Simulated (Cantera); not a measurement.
A closed system holds: 1 mol SO2, 2.2 mol H2, equilibrated at 1925 K and 13.3 mbar.

Method: chemical equilibrium by Gibbs-energy minimisation in Cantera with the NASA 1993 tables (ideal gas, pure condensed phases). Candidate condensed phases: H2O, H2SO4, S; 19 gas species. Equilibrium is a limit: real reactors are often held back by kinetics, nucleation or transport.

Base state: H2O 0.419, H2 0.318, SO2 0.112, S2 0.0835, SO 0.0389, SH 0.00979, H2S 0.00774, S 0.00478 (mole fractions); condensed: gas only.

What changes in the equilibrium state with this change: temperature from 1925 K to 1200 K?


```tsv
species	before	after
H2O	0.419	0.683
S2	0.0835	0.134
H2	0.318	0.0754
SO2	0.112	0.0352
SO	0.0389	0.000252
H2S	0.00774	0.0712
OH	0.000533	3.39e-8
H	0.00467	4.69e-7
S	0.00478	1.67e-6
SH	0.00979	0.000367
```
Gases not in the tables: S3 to S7.

What changes in the equilibrium state with this change: H2 from 2.2 to 0.08 mol?


| species | before | after |
|---|---|---|
| SO2 | 0.112 | 0.871 |
| H2O | 0.419 | 0.0654 |
| SO | 0.0389 | 0.0490 |
| H2 | 0.318 | 0.00804 |
| S2 | 0.0835 | 0.00349 |
| H2S | 0.00774 | 4.00e-5 |
| O2 | 3.35e-6 | 0.000127 |
